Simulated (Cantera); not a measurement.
A closed system holds: 1 mol SiHCl3, 6.7 mol NH3, 3.3 mol H2, 6 mol N2, equilibrated at 95000 Pa.

These are equilibrium values from Cantera (NASA tables, ideal gas, pure condensed phases), not measurements of a reactor. Candidate condensed phases: NH4Cl, Si, Si3N4; 28 gas species. Gases not in the tables: Si2H6 and higher silanes. The numbers say what is thermodynamically allowed, not how fast it happens.

Q: What share of the Si ends up in condensed phases as a function of T (°C), at 502, 602, 702, 802, 902, 1002, 1102, 1202, 1302, 1402, 1502, 1602, 1702, 1802?

A: 
| T (°C) | Si condensed (%) | as |
|---|---|---|
| 502 | 96.5 | Si3N4(s) |
| 602 | 97.9 | Si3N4(s) |
| 702 | 98.6 | Si3N4(s) |
| 802 | 99.0 | Si3N4(s) |
| 902 | 99.2 | Si3N4(s) |
| 1002 | 99.3 | Si3N4(s) |
| 1102 | 99.3 | Si3N4(s) |
| 1202 | 98.9 | Si3N4(s) |
| 1302 | 97.5 | Si3N4(s) |
| 1402 | 93.9 | Si3N4(s) |
| 1502 | 86.2 | Si3N4(s) |
| 1602 | 73.3 | Si3N4(s) |
| 1702 | 56.5 | Si3N4(s) |
| 1802 | 41.0 | Si(l) |
